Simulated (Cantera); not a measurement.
An adiabatic, constant-volume homogeneous reactor starts with CH₄ : C₂H₆ : O₂ : N₂ = 1 : 0.035 : 1.93 : 7.26 (molar parts), equivalence ratio 1.1, at 1375 K and 170000 Pa. Integrator tolerance rtol = 1e-08.

Computed with Cantera and GRI-Mech 3.0 (53 species, 325 reactions).

### Question
What does this change do: C2H6 0.035 to 0.046 parts?

### Answer
```json
[
 {"quantity": "time of steepest temperature rise", "before": "1.42 ms", "after": "1.20 ms"},
 {"quantity": "temperature at 4.00 s", "before": "2938 K", "after": "2942 K"},
 {"quantity": "equilibrium temperature", "before": "2938 K", "after": "2942 K"},
 {"quantity": "x(CH₄) at 4.00 s", "before": "<1e-12 (gas-phase equilibrium <1e-12)", "after": "<1e-12 (gas-phase equilibrium <1e-12)"},
 {"quantity": "x(C₂H₆) at 4.00 s", "before": "<1e-12 (gas-phase equilibrium <1e-12)", "after": "<1e-12 (gas-phase equilibrium <1e-12)"},
 {"quantity": "x(O₂) at 4.00 s", "before": "0.0123 (gas-phase equilibrium 0.0123)", "after": "0.0112 (gas-phase equilibrium 0.0112)"},
 {"quantity": "x(O) at 4.00 s", "before": "0.00518 (gas-phase equilibrium 0.00518)", "after": "0.00501 (gas-phase equilibrium 0.00501)"},
 {"quantity": "x(N₂O) at 4.00 s", "before": "1.00e-6 (gas-phase equilibrium 1.00e-6)", "after": "9.62e-7 (gas-phase equilibrium 9.62e-7)"}
]
```

### Question
What does this change do: pressure from 170000 Pa to 53000 Pa?

### Answer
| quantity | before | after |
|---|---|---|
| time of steepest temperature rise | 1.42 ms | 3.05 ms |
| temperature at 4.00 s | 2938 K | 2836 K |
| equilibrium temperature | 2938 K | 2836 K |
| x(CH₄) at 4.00 s | <1e-12 (gas-phase equilibrium <1e-12) | <1e-12 (gas-phase equilibrium <1e-12) |
| x(C₂H₆) at 4.00 s | <1e-12 (gas-phase equilibrium <1e-12) | <1e-12 (gas-phase equilibrium <1e-12) |
| x(O₂) at 4.00 s | 0.0123 (gas-phase equilibrium 0.0123) | 0.0146 (gas-phase equilibrium 0.0146) |
| x(O) at 4.00 s | 0.00518 (gas-phase equilibrium 0.00518) | 0.00702 (gas-phase equilibrium 0.00702) |
| x(N₂O) at 4.00 s | 1.00e-6 (gas-phase equilibrium 1.00e-6) | 5.20e-7 (gas-phase equilibrium 5.20e-7) |
